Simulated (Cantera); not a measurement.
A perfectly stirred reactor is fed with 15.3 % H₂, 16.2 % O₂, 61.3 % N₂, 0.215 % NO, 6.90 % CO₂, at 0.484 atm; it is adiabatic with a 450 K inlet, and is followed from long to short residence time, starting on the burning branch (τ in s: 0.058, 0.021, 0.008, 0.003, 0.0011, 0.00041, 0.00015, 5.7e-05, 2.1e-05).

Computed with Cantera and GRI-Mech 3.0 (53 species, 325 reactions). The mechanism lacks 2 NO + O2 → 2 NO2 and HONO, so NO2 and the effect of NO are under-described below about 1400 K.

x: mole fraction; the columns are a selection and need not sum to one.

```
τ (s)    T (K)      x H₂    x O₂     x NO    x NO₂     x OH    x N₂O       x H
-------  -----  --------  ------  -------  -------  -------  -------  --------
0.058     1564  0.000420  0.0927  0.00232  3.25e-6  0.00159  4.37e-7   9.07e-5
0.021     1553  0.000820  0.0927  0.00231  2.43e-6  0.00217  3.81e-7  0.000251
0.0080    1534   0.00152  0.0929  0.00231  1.76e-6  0.00284  3.18e-7  0.000640
0.0030    1501   0.00279  0.0932  0.00231  1.25e-6  0.00354  2.55e-7   0.00158
0.0011    1446   0.00511  0.0940  0.00230  8.81e-7  0.00412  2.01e-7   0.00372
0.00041   1366         …  0.0958  0.00229        …  0.00429        …         …
0.00015   1236    0.0222   0.102  0.00226  4.94e-7  0.00365  1.22e-7    0.0136
5.7e-5     450     0.153   0.162  0.00215   <1e-12   <1e-12   <1e-12    <1e-12
2.1e-5     450     0.153   0.162  0.00215   <1e-12   <1e-12   <1e-12    <1e-12
```

Q: Some entries are withheld; supply them.

A: 
- 0.00041, x H₂: 0.00952
- 0.00041, x NO₂: 6.46e-7
- 0.00041, x N₂O: 1.58e-7
- 0.00041, x H: 0.00780
